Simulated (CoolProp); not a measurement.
Vapour-liquid equilibrium of CH2F2 (R32) (1) + methanol (2) at 312.3 K; x and y are mole fractions of (1).

Values from CoolProp's multi-fluid Helmholtz-energy mixture model, Tillner-Roth 1997 and de Reuck 1993; pair parameters Bell 2016.

Task: Give the bubble pressure and the first vapour's composition at x = 0.35, 0.5, 0.95. Is there an azeotrope?

Result: x = 0.35: 14.90 bar, y = 0.975; x = 0.5: 16.95 bar, y = 0.978; x = 0.95: 22.79 bar, y = 0.994. No azeotrope shows between x = 0.05 and 0.95.

Pair parameters are fitted to limited data, so mixtures are less certain than the pure fluids. The gap from Raoult's law changes sign with composition, which may be real or a fault of the pair parameters; it wasn't checked against measurements. With so large a gap from Raoult's law the liquid may split in two, which this calculation doesn't test in full.
